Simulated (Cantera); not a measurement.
A Cantera script and what it prints.

```python
import numpy as np
import cantera as ct

gas_names = """
    CL CL2 H HCL H2 N NH NH2 NH3 N2 N2H2 N2H4 Si SiCL SiCL2 SiCL3 SiCL4 SiH SiHCL3 SiH2 SiH2CL2 SiH3
    SiH3CL SiH4 SiN Si2 Si2N Si3
""".split()
cond_names = """
    NH4CL(a) NH4CL(b) Si(cr) Si(L) Si3N4(a)
""".split()


# ... load() reads the species with a 1 bar reference pressure and builds the phases ...
atoms = {
    'SiH2Cl2': {'Si': 1, 'H': 2, 'CL': 2},
    'N2': {'N': 2},
}
top_T = {'Si3N4(a)': 2400}  # K; cautious upper limits of use, not melting points


# ... equilibrate(T, P, feed) seeds the gas with the atoms and calls Mixture.equilibrate('TP', solver="vcs", rtol=1e-11, max_steps=5000) ...
results = []
T = 1648  # K
P = 130  # Pa
for m in [0.56, 0.89, 1.2, 1.6, 1.9, 2.3, 2.6, 2.9, 3.3]:
    feed = {'SiH2Cl2': 1, 'N2': m}  # mol
    mix = equilibrate(T, P, feed)
    results.append((T, P, feed, dict(zip(mix.species_names, mix.species_moles))))

top = {s: max(r[3][s] / sum(r[3][g] for g in gas_names) for r in results) for s in gas_names}
cols = sorted((s for s in top if top[s] > 1e-06), key=lambda s: -top[s])[:9]
seen = [c for c in cond_names if any(r[3].get(c, 0) > 1e-12 for r in results)]
print("log10 of partial pressures in bar; condensed amounts in mol")
print(f"{'n(N2)':>10s}" + "".join(f"{s[:9]:>10s}" for s in cols + seen))
for T, P, feed, n in results:
    ng = sum(n[g] for g in gas_names)
    print(f"{feed['N2']:10.4g}" + "".join(f"{np.log10(max(n[s] / ng * P / 1e5, 1e-99)):10.3f}" for s in cols)
          + "".join(f"{n.get(c, 0):10.4g}" for c in seen))
```

It prints:

```
log10 of partial pressures in bar; condensed amounts in mol
     n(N2)        N2        H2     SiCL2       HCL     SiCL3         H        CL      SiCL        Si    Si(cr)  Si3N4(a)
      0.56    -3.546    -3.396    -3.404    -3.675    -5.359    -5.749    -6.133    -6.201    -6.589     0.212         0
      0.89    -3.398    -3.449    -3.456    -3.728    -5.438    -5.775    -6.159    -6.228    -6.589    0.2117         0
       1.2    -3.312    -3.494    -3.500    -3.772    -5.504    -5.797    -6.181    -6.250    -6.589    0.2115         0
       1.6    -3.238    -3.545    -3.551    -3.823    -5.580    -5.823    -6.207    -6.275    -6.589    0.2112         0
       1.9    -3.198    -3.580    -3.585    -3.858    -5.632    -5.840    -6.224    -6.292    -6.589    0.2111         0
       2.3    -3.171    -3.608    -3.614    -3.885    -5.673    -5.854    -6.236    -6.308    -6.592         0    0.0705
       2.6    -3.145    -3.640    -3.645    -3.908    -5.712    -5.870    -6.244    -6.333    -6.610         0   0.07159
       2.9    -3.123    -3.670    -3.675    -3.930    -5.749    -5.885    -6.251    -6.355    -6.624         0    0.0725
       3.3    -3.100    -3.706    -3.712    -3.959    -5.796    -5.904    -6.262    -6.381    -6.640         0   0.07349
```

Equilibrium computed with Cantera from the NASA thermochemical tables; the gas is ideal and each condensed phase is pure. The tables' values for SiCl3, SiCl are old estimates; treat these amounts as uncertain.
